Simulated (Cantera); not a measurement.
Gas mixture: 100 % C3H8, at 1.18 atm, frozen composition.

Cantera's kinetic-theory transport with the Lennard-Jones parameters of GRI-Mech 3.0, ideal gas; thermal conductivity in the multicomponent form. The composition is frozen, though it would react at the higher temperatures.

D: mixture-averaged diffusion coefficient of that species in the mixture.

```json
[
 {"T (K)": "400", "ρ (kg/m³)": "1.59", "cp (J/kg/K)": "2134", "μ (µPa s)": "10.9", "λ (mW/m/K)": "30.6", "Pr": "0.758", "D (cm²/s) C2H2": "0.132", "D (cm²/s) O": "0.252", "D (cm²/s) H2O": "0.171"},
 {"T (K)": "550", "ρ (kg/m³)": "1.16", "cp (J/kg/K)": "2739", "μ (µPa s)": "14.4", "λ (mW/m/K)": "51.9", "Pr": "0.759", "D (cm²/s) C2H2": "0.237", "D (cm²/s) O": "0.441", "D (cm²/s) H2O": "0.320"},
 {"T (K)": "700", "ρ (kg/m³)": "0.909", "cp (J/kg/K)": "3237", "μ (µPa s)": "17.5", "λ (mW/m/K)": "74.8", "Pr": "0.759", "D (cm²/s) C2H2": "0.365", "D (cm²/s) O": "0.667", "D (cm²/s) H2O": "0.505"},
 {"T (K)": "850", "ρ (kg/m³)": "0.749", "cp (J/kg/K)": "?", "μ (µPa s)": "?", "λ (mW/m/K)": "?", "Pr": "0.758", "D (cm²/s) C2H2": "?", "D (cm²/s) O": "?", "D (cm²/s) H2O": "?"},
 {"T (K)": "1000", "ρ (kg/m³)": "0.636", "cp (J/kg/K)": "3960", "μ (µPa s)": "23.0", "λ (mW/m/K)": "120", "Pr": "0.756", "D (cm²/s) C2H2": "0.681", "D (cm²/s) O": "1.22", "D (cm²/s) H2O": "0.970"},
 {"T (K)": "1150", "ρ (kg/m³)": "0.553", "cp (J/kg/K)": "4195", "μ (µPa s)": "?", "λ (mW/m/K)": "?", "Pr": "0.755", "D (cm²/s) C2H2": "?", "D (cm²/s) O": "?", "D (cm²/s) H2O": "?"}
]
```

Task: Complete the blanks.

Result: 
- 850, cp (J/kg/K): 3634
- 850, μ (µPa s): 20.3
- 850, λ (mW/m/K): 97.6
- 850, D (cm²/s) C2H2: 0.514
- 850, D (cm²/s) O: 0.929
- 850, D (cm²/s) H2O: 0.723
- 1150, μ (µPa s): 25.4
- 1150, λ (mW/m/K): 141
- 1150, D (cm²/s) C2H2: 0.866
- 1150, D (cm²/s) O: 1.55
- 1150, D (cm²/s) H2O: 1.25
